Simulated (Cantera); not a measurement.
An isothermal, constant-pressure homogeneous reactor starts with CH4 : H2O = 1 : 1.4 (molar parts), at 1598 K and 2400000 Pa.

Model: GRI-Mech 3.0 (53 species, 325 reactions), integrated in Cantera. The pressure lies above the range GRI-Mech 3.0 was tuned for (to about 10 atm).

One state of this run: x CH4 = 0.0708; x H2O = 0.161; x CH2CO = 8.71e-7; x C2H4 = 0.000704; x H2 = 0.580; x O2 = <1e-12; x CO2 = 0.0159. x: mole fraction; the columns are a selection and need not sum to one.

### Question
Which value of t (s) does it belong to?
A) 5.32
B) 17.8
C) 0.000335
D) 0.141

### Answer
A, 5.32
